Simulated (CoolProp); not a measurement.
Properties of propyne along the isobar 101 kPa.

Computed with CoolProp (reference Helmholtz-energy equation of state, Polt 1992). This equation is an older, rougher fit.

```json
[
 {"T (K)": "284.3", "phase": "gas", "Z": "0.9800", "cp (kJ/(kg K))": "1.519", "cv (kJ/(kg K))": "___", "speed of sound (m/s)": "258.4", "expansivity (1/kK)": "3.779"},
 {"T (K)": "298.8", "phase": "gas", "Z": "0.9833", "cp (kJ/(kg K))": "1.553", "cv (kJ/(kg K))": "1.327", "speed of sound (m/s)": "264.8", "expansivity (1/kK)": "3.547"},
 {"T (K)": "313.4", "phase": "gas", "Z": "0.9858", "cp (kJ/(kg K))": "1.589", "cv (kJ/(kg K))": "1.368", "speed of sound (m/s)": "271.0", "expansivity (1/kK)": "3.347"},
 {"T (K)": "328", "phase": "gas", "Z": "0.9879", "cp (kJ/(kg K))": "1.628", "cv (kJ/(kg K))": "1.408", "speed of sound (m/s)": "___", "expansivity (1/kK)": "3.174"},
 {"T (K)": "342.6", "phase": "gas", "Z": "0.9895", "cp (kJ/(kg K))": "1.667", "cv (kJ/(kg K))": "___", "speed of sound (m/s)": "283.0", "expansivity (1/kK)": "3.021"},
 {"T (K)": "357.2", "phase": "gas", "Z": "0.9908", "cp (kJ/(kg K))": "1.706", "cv (kJ/(kg K))": "___", "speed of sound (m/s)": "288.7", "expansivity (1/kK)": "2.884"},
 {"T (K)": "371.8", "phase": "gas", "Z": "0.9919", "cp (kJ/(kg K))": "1.745", "cv (kJ/(kg K))": "1.530", "speed of sound (m/s)": "294.3", "expansivity (1/kK)": "2.760"},
 {"T (K)": "386.4", "phase": "gas", "Z": "0.9929", "cp (kJ/(kg K))": "1.784", "cv (kJ/(kg K))": "1.570", "speed of sound (m/s)": "299.7", "expansivity (1/kK)": "2.647"},
 {"T (K)": "401", "phase": "gas", "Z": "0.9937", "cp (kJ/(kg K))": "1.822", "cv (kJ/(kg K))": "1.609", "speed of sound (m/s)": "305.1", "expansivity (1/kK)": "2.544"},
 {"T (K)": "415.6", "phase": "gas", "Z": "0.9944", "cp (kJ/(kg K))": "1.860", "cv (kJ/(kg K))": "1.647", "speed of sound (m/s)": "310.3", "expansivity (1/kK)": "2.450"},
 {"T (K)": "430.2", "phase": "gas", "Z": "0.9949", "cp (kJ/(kg K))": "1.897", "cv (kJ/(kg K))": "___", "speed of sound (m/s)": "315.5", "expansivity (1/kK)": "2.362"},
 {"T (K)": "444.8", "phase": "gas", "Z": "0.9954", "cp (kJ/(kg K))": "1.933", "cv (kJ/(kg K))": "1.721", "speed of sound (m/s)": "320.5", "expansivity (1/kK)": "2.281"},
 {"T (K)": "459.4", "phase": "gas", "Z": "0.9959", "cp (kJ/(kg K))": "1.969", "cv (kJ/(kg K))": "1.758", "speed of sound (m/s)": "___", "expansivity (1/kK)": "2.205"},
 {"T (K)": "474", "phase": "gas", "Z": "0.9963", "cp (kJ/(kg K))": "2.004", "cv (kJ/(kg K))": "1.793", "speed of sound (m/s)": "330.4", "expansivity (1/kK)": "2.135"}
]
```

Complete the blanks.


- 284.3, cv (kJ/(kg K)): 1.289
- 328, speed of sound (m/s): 277.1
- 342.6, cv (kJ/(kg K)): 1.449
- 357.2, cv (kJ/(kg K)): 1.490
- 430.2, cv (kJ/(kg K)): 1.685
- 459.4, speed of sound (m/s): 325.5
